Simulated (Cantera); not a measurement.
A freely propagating, adiabatic, planar premixed flame of CH₄ : O₂ : N₂ = 1 : 1.82 : 6.84 (molar parts), unburnt at 450 K and 3750 Torr; mixture-averaged transport, grid criteria slope 0.08 and curve 0.16, no radiation.

Model: GRI-Mech 3.0 (53 species, 325 reactions), integrated in Cantera. Burning velocities carry a grid error of a few per cent, more on coarse grids.

Q: Predict: laminar burning velocity; thermal thickness; peak x(H); peak x(HCN); peak x(O); peak x(CH₂CO).

A: 
- laminar burning velocity: 40.6 cm/s
- thermal thickness: 0.121 mm
- peak x(H): 0.00376
- peak x(HCN): 1.07e-5
- peak x(O): 0.00111
- peak x(CH₂CO): 0.000233
